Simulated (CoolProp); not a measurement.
Properties of octamethyltrisiloxane (MDM) along the isotherm 232.25 °C.

Values from CoolProp's reference Helmholtz-energy equation of state, Thol 2017.

| p (bar) | phase | Z | cv (kJ/(kg K)) | speed of sound (m/s) | Joule-Thomson coefficient (K/MPa) | fugacity coefficient |
|---|---|---|---|---|---|---|
| 1.96 | gas | 0.9252 | 1.921 | 124.6 | 14.26 | 0.9305 |
| 3.92 | gas | 0.8361 | 1.936 | 112.0 | 17.52 | 0.8605 |
| 5.88 | liquid | 0.05963 | 1.985 | 264.0 | 0.6736 | 0.7576 |
| 7.84 | liquid | 0.07904 | 1.985 | 272.3 | 0.6058 | 0.5796 |
| 9.8 | liquid | 0.09826 | 1.984 | 280.2 | 0.5468 | 0.4729 |
| 11.8 | liquid | 0.1177 | 1.983 | 287.8 | 0.4939 | 0.4007 |
| 13.7 | liquid | 0.1360 | 1.983 | 294.7 | 0.4493 | 0.3517 |
| 15.7 | liquid | 0.1551 | 1.982 | 301.7 | 0.4072 | 0.3130 |
| 17.6 | liquid | 0.1732 | 1.981 | 308.1 | 0.3711 | 0.2845 |
| 19.6 | liquid | 0.1920 | 1.981 | 314.6 | 0.3367 | 0.2606 |
| 21.6 | liquid | 0.2108 | 1.981 | 320.8 | 0.3053 | 0.2411 |
